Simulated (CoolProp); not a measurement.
Saturation properties of R143a.

Model: reference Helmholtz-energy equation of state, Lemmon and Jacobsen 2000, in CoolProp.

```
T (°C)  p (kPa)  liquid density (kg/m³)  enthalpy of vaporisation (kJ/kg)  liquid cp (kJ/(kg K))  vapour Z  liquid viscosity (µPa s)
------  -------  ----------------------  --------------------------------  ---------------------  --------  ------------------------
-72.25    26.05                    1232                             243.1                  1.266    0.9793                       282
-69.25    31.30                    1225                             241.2                  1.272    0.9767                       273
-66.15    37.58                    1217                             239.2                  1.279    0.9739                       264
-63.05    44.85                    1209                             237.2                  1.286    0.9708                       255
-59.95    53.21                    1200                             235.2                  1.293    0.9674                       247
-56.95    62.44                    1193                             233.2                  1.300    0.9639                       240
-53.85    73.27                    1184                             231.1                  1.308    0.9600                       232
-50.75    85.54                    1176                             229.0                  1.316    0.9558                       225
-47.65    99.37                    1168                             226.9                  1.324    0.9513                       219
-44.55    114.9                    1159                             224.7                  1.332    0.9466                       212
```

It boils at -47.2 °C under 1 atm.

Viscosity comes from a separate model (Klein 1997), an estimate that may be off by 10 % or more.
